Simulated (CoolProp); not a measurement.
Fluoroethane (R161) along the isobar 50 bar: density (kg/m³) from the reference equation and from simpler models built on Tc = 102.1 °C, pc = 50.10 bar, ω = 0.216; each cubic takes its own stable root.

Computed with CoolProp (reference Helmholtz-energy equation of state, Wu 2012).

```
T (°C)    phase  reference
-------  ------  ---------
-129.05  liquid      940.9
-105.45  liquid      910.9
-81.95   liquid      881.2
-58.45   liquid      851.1
-34.95   liquid      819.8
-11.35   liquid      785.8
12.15    liquid      747.4
35.65    liquid      702.1
59.25    liquid      645.7
82.75    liquid      568.2
106.25      gas      161.2
129.75      gas      109.0
153.35      gas      91.37
176.85      gas      80.78
```

How far does each simpler model (van der Waals, Redlich-Kwong, Soave-Redlich-Kwong, Peng-Robinson) lie from the reference over these 14 states: mean and median of the absolute difference, and the worst?


- van der Waals: mean 31.0 %, median 42.0 %, worst -42.5 % at -129.05 °C and 50 bar
- Redlich-Kwong: mean 13.0 %, median 14.9 %, worst -24.8 % at 82.75 °C and 50 bar
- Soave-Redlich-Kwong: mean 12.0 %, median 13.7 %, worst -22.4 % at 82.75 °C and 50 bar
- Peng-Robinson: mean 3.9 %, median 2.9 %, worst -12.8 % at 82.75 °C and 50 bar
